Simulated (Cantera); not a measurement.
# Diamond growth

A diamond (100) surface in a fixed gas of H2 with x(CH4) = 0.0065, x(CH3) = 0.00018, at 925 K, 90.0 Torr; coverages are run to steady state.

Cantera simulation using the Harris–Goodwin 1993 mechanism for the reconstructed diamond (100) surface; the numbers are that mechanism's predictions, not measurements.

```json
[
 {"x(H)": "0.0001", "growth (µm/h)": "2.53", "θ c6HH": "0.302", "θ c6H*": "0.00508", "θ c6*H": "0.131", "θ c6**": "0.00124", "θ c6HM": "0.441"},
 {"x(H)": "0.00023", "growth (µm/h)": "4.08", "θ c6HH": "0.412", "θ c6H*": "0.00725", "θ c6*H": "0.187", "θ c6**": "0.00238", "θ c6HM": "0.308"},
 {"x(H)": "0.00051", "growth (µm/h)": "5.54", "θ c6HH": "0.511", "θ c6H*": "0.00920", "θ c6*H": "0.237", "θ c6**": "0.00354", "θ c6HM": "0.188"},
 {"x(H)": "0.0012", "growth (µm/h)": "6.67", "θ c6HH": "0.587", "θ c6H*": "0.0107", "θ c6*H": "0.275", "θ c6**": "0.00448", "θ c6HM": "0.0963"},
 {"x(H)": "0.0026", "growth (µm/h)": "7.27", "θ c6HH": "0.627", "θ c6H*": "0.0115", "θ c6*H": "0.295", "θ c6**": "0.00499", "θ c6HM": "0.0484"},
 {"x(H)": "0.006", "growth (µm/h)": "7.60", "θ c6HH": "0.649", "θ c6H*": "0.0120", "θ c6*H": "0.306", "θ c6**": "0.00527", "θ c6HM": "0.0219"},
 {"x(H)": "0.014", "growth (µm/h)": "7.76", "θ c6HH": "0.659", "θ c6H*": "0.0124", "θ c6*H": "0.311", "θ c6**": "0.00542", "θ c6HM": "0.00959"},
 {"x(H)": "0.031", "growth (µm/h)": "7.84", "θ c6HH": "0.664", "θ c6H*": "0.0129", "θ c6*H": "0.312", "θ c6**": "0.00552", "θ c6HM": "0.00437"},
 {"x(H)": "0.07", "growth (µm/h)": "7.92", "θ c6HH": "0.666", "θ c6H*": "0.0138", "θ c6*H": "0.312", "θ c6**": "0.00564", "θ c6HM": "0.00195"}
]
```
θ: site fractions in the mechanism's names (c6HH fully hydrogenated, c6H* and c6*H radical sites, c6** diradical, c6HM methylated).
